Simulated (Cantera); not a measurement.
Stirred combustor or abatement burner

A perfectly stirred reactor is fed with H2 : O2 : N2 = 1 : 0.278 : 1.04 (molar parts), equivalence ratio 1.8, at 101000 Pa; it is adiabatic with a 800 K inlet, and is followed from long to short residence time, starting on the burning branch (τ in s: 0.064, 0.031, 0.015, 0.0074, 0.0036, 0.0017, 0.00084, 0.00041, 0.0002, 9.7e-05).

Cantera simulation using the H2/O2 subset of GRI-Mech 3.0, which has no nitrogen chemistry; the numbers are that mechanism's predictions, not measurements.

```tsv
τ (s)	T (K)	x H2	x O2	x H2O2	x H	x HO2
0.064	2474	0.212	6.37e-5	1.47e-8	0.0116	5.16e-8
0.031	2467	0.211	8.05e-5	1.68e-8	0.0126	6.29e-8
0.015	2454	0.211	0.000113	2.08e-8	0.0143	8.53e-8
0.0074	2431	0.209	0.000170	2.74e-8	0.0172	1.27e-7
0.0036	2395	0.207	0.000273	3.82e-8	0.0219	2.01e-7
0.0017	2340	0.204	0.000463	5.51e-8	0.0290	3.28e-7
0.00084	2268	0.200	0.000764	8.00e-8	0.0382	5.15e-7
0.00041	2177	0.194	0.00125	1.22e-7	0.0498	8.09e-7
0.00020	2066	0.188	0.00200	1.97e-7	0.0638	1.28e-6
9.7e-5	1939	0.181	0.00319	3.36e-7	0.0795	2.12e-6
```
x: mole fraction; the columns are a selection and need not sum to one.
